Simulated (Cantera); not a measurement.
**Stirred combustor or abatement burner**

A perfectly stirred reactor is fed with 5.25 % CH4, 0.525 % CO, 19.2 % O2, 75.0 % N2, equivalence ratio 0.56, at 1.01 bar; it is adiabatic with a 450 K inlet, and is followed from long to short residence time, starting on the burning branch (τ in s: 0.22, 0.092, 0.038, 0.016, 0.0065, 0.0027, 0.0011, 0.00045, 0.00019, 7.7e-05, 3.2e-05, 1.3e-05).

Computed with Cantera and GRI-Mech 3.0 (53 species, 325 reactions).

| τ (s) | T (K) | x CH4 | x CO | x O2 | x CH2CO | x C2H4 |
|---|---|---|---|---|---|---|
| 0.22 | 1686 | 8.20e-6 | 0.000194 | 0.0846 | 7.39e-10 | 1.31e-9 |
| 0.092 | 1684 | 1.43e-5 | 0.000348 | 0.0846 | 1.70e-9 | 2.77e-9 |
| 0.038 | 1679 | 2.51e-5 | 0.000632 | 0.0847 | 3.69e-9 | 5.49e-9 |
| 0.016 | 1671 | 4.36e-5 | 0.00113 | 0.0848 | 7.54e-9 | 1.01e-8 |
| 0.0065 | 1658 | 7.82e-5 | 0.00207 | 0.0852 | 1.56e-8 | 1.84e-8 |
| 0.0027 | 1636 | 0.000143 | 0.00372 | 0.0859 | 3.26e-8 | 3.45e-8 |
| 0.0011 | 1598 | 0.000286 | 0.00683 | 0.0876 | 7.89e-8 | 7.88e-8 |
| 0.00045 | 1529 | 0.000711 | 0.0132 | 0.0917 | 2.85e-7 | 3.08e-7 |
| 0.00019 | 450 | 0.0525 | 0.00525 | 0.192 | <1e-12 | <1e-12 |
| 7.7e-5 | 450 | 0.0525 | 0.00525 | 0.192 | <1e-12 | <1e-12 |
| 3.2e-5 | 450 | 0.0525 | 0.00525 | 0.192 | <1e-12 | <1e-12 |
| 1.3e-5 | 450 | 0.0525 | 0.00525 | 0.192 | <1e-12 | <1e-12 |
x: mole fraction; the columns are a selection and need not sum to one.
